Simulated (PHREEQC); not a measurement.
1 kg of water holding 0.42 mol/kgw NaOH and 0.57 mol/kgw Na2SO4 is evaporated at 40 °C; the solids stay in contact with the brine. No CO2 enters from the air. Only these solids could form: Mirabilite, Thenardite.

Base run: PHREEQC, Pitzer model, pitzer.dat. Each further column changes one thing. The table gives water activity.

| H2O removed (mol) | base | temperature from 40 to 75 °C | temperature from 40 to 50 °C |
|---|---|---|---|
| 0 | 0.966 | 0.965 | 0.965 |
| 9.886 | 0.958 | 0.958 | 0.958 |
| 18.01 | 0.949 | 0.949 | 0.949 |
| 24.69 | 0.938 | 0.938 | 0.938 |
| 34.69 | 0.907 | 0.908 | 0.907 |
| 38.4 | 0.885 | 0.888 | 0.885 |
| 41.44 | 0.857 | 0.867 | 0.859 |
| 43.95 | 0.843 | 0.858 | 0.849 |
| 46.01 | 0.832 | 0.847 | 0.838 |
| 47.7 | 0.818 | 0.833 | 0.824 |
| 50.23 | 0.772 | 0.789 | 0.778 |
| 51.17 | 0.735 | 0.756 | 0.741 |
| 51.94 | 0.683 | 0.715 | 0.691 |
| 52.58 | 0.613 | 0.668 | 0.626 |

Constants without temperature data keep their 25 °C values here.
